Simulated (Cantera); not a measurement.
A closed system holds: 1 mol Cu₂O, 2.5 mol C, 0.16 mol N₂, equilibrated at 1275 K and 101000 Pa.

These are equilibrium values from Cantera (NASA tables, ideal gas, pure condensed phases), not measurements of a reactor. Candidate condensed phases: C, Cu, CuO, Cu₂O; 27 gas species. Kinetics and transport are ignored.

Base state: CO 0.856, N₂ 0.139, CO₂ 0.00521 (mole fractions); condensed: C(graphite) + Cu(s).

Task: What changes in the equilibrium state with this change: N₂ from 0.16 to 2.9 mol?

Result: 
| species | before | after |
|---|---|---|
| N₂ | 0.139 | 0.744 |
| CO | 0.856 | 0.256 |
| CO₂ | 0.00521 | 0.000464 |
| C(graphite), mol | 1.51 | 1.50 |
| Cu(s), mol | 2.00 | 2.00 |
